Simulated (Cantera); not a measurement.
A closed system holds: 1 mol Fe(CO)5, 11 mol N2, 0.38 mol O2, held at 0.293 Torr.

Equilibrium computed with Cantera from the NASA thermochemical tables; the gas is ideal and each condensed phase is pure. Candidate condensed phases: C, Fe, Fe(CO)5, FeO, Fe2O3, Fe3O4; 27 gas species. Kinetics and transport are ignored.

log p: log10 of the partial pressure in bar; n: condensed amount in mol.

```csv
T (K),log p N2,log p CO,log p CO2,log p Fe,n Fe(α),n Fe(γ)
948,-3.57,-3.99,-4.73,…,1.00,0
973,-3.57,-3.99,-4.73,…,1.00,0
998,-3.57,-3.99,-4.73,…,1.00,0
1023,-3.57,-3.99,-4.73,…,1.00,0
1048,-3.57,-3.99,-4.73,…,1.00,0
1073,-3.57,-3.99,-4.73,…,1.00,0
1098,-3.57,-3.99,-4.73,…,1.00,0
1123,-3.57,-3.99,-4.73,…,1.00,0
1148,-3.57,-3.99,-4.73,…,1.00,0
1173,-3.57,-3.99,-4.73,…,1.000,0
1198,-3.57,-3.99,-4.73,…,0,1.000
1223,-3.57,-3.99,-4.73,…,0,1.000
1248,-3.57,-3.99,-4.73,…,0,1.000
```

Question: Some entries are withheld; supply them.

Answer: 
- 948, log p Fe: -15.00
- 973, log p Fe: -14.42
- 998, log p Fe: -13.87
- 1023, log p Fe: -13.35
- 1048, log p Fe: -12.85
- 1073, log p Fe: -12.38
- 1098, log p Fe: -11.93
- 1123, log p Fe: -11.51
- 1148, log p Fe: -11.10
- 1173, log p Fe: -10.71
- 1198, log p Fe: -10.33
- 1223, log p Fe: -9.98
- 1248, log p Fe: -9.63
